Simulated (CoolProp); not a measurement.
Vapour-liquid equilibrium of CHF3 (R23) (1) + R22 (2) at 0.15 MPa; x and y are mole fractions of (1).

Model: multi-fluid Helmholtz-energy mixture model, Penoncello 2003 and Kamei 1995; pair parameters Bell 2016, in CoolProp.

```tsv
x	bubble temperature (K)	y at the bubble point	dew temperature at overall composition x (K)	liquid density (mol/L)
0.05	234.4	0.284	240.0	16.33
0.15	224.5	0.593	237.7	16.88
0.25	217.8	0.742	235.3	17.35
0.35	213.0	[?]	232.6	17.76
0.45	209.4	0.875	229.5	18.15
0.55	206.6	0.909	226.1	18.52
0.65	[?]	0.935	222.1	18.89
0.75	202.4	0.955	217.3	19.27
0.85	[?]	[?]	[?]	19.65
0.95	199.0	0.991	203.0	20.05
```

Some entries are withheld; supply them.


- 0.35, y at the bubble point: 0.824
- 0.65, bubble temperature (K): 204.4
- 0.85, bubble temperature (K): 200.7
- 0.85, y at the bubble point: 0.974
- 0.85, dew temperature at overall composition x (K): 211.2

No azeotrope shows between x = 0.05 and 0.95.

The pair parameters rest on a limited set of measurements; away from them the model extrapolates.
